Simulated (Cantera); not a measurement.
# CH4 + H2 + NH3 (carbon deposition, reforming and gasification)

Feed: 1 mol CH4, 2.5 mol H2, 0.072 mol NH3, equilibrated at 1575 K.

Cantera equilibrium calculation (NASA polynomials, part measured and part estimated; ideal gas, pure solids and liquids). Candidate condensed phases: C, C6H6, C7H8, C8H18; 92 gas species. The ideal-gas law is rough above about 30 bar. Kinetics and transport are ignored.

```tsv
P (Pa)	x H2	x CH4	x N2	x H	x NH3	x C2H4	x HCN	n C(graphite)
10	0.988	1.78e-7	0.00766	0.00413	4.29e-10	2.87e-10	0.000152	0.999
160	0.991	2.86e-6	0.00767	0.00103	6.90e-9	4.62e-9	0.000152	0.999
2500	0.992	4.47e-5	0.00767	0.000262	1.08e-7	7.23e-8	0.000153	0.999
40000	0.991	0.000715	0.00768	6.54e-5	1.73e-6	1.16e-6	0.000153	0.996
630000	0.981	0.0110	0.00775	1.64e-5	2.69e-5	1.78e-5	0.000152	0.948
10000000	0.857	0.134	0.00853	3.85e-6	0.000366	0.000216	0.000150	0.450
```
x: gas mole fraction; n: condensed amount in mol.

From 0.0750 Torr to 75000 Torr the condensed part is C(graphite). The main C-bearing gas is HCN at 0.0750 Torr and CH4 at 75000 Torr.
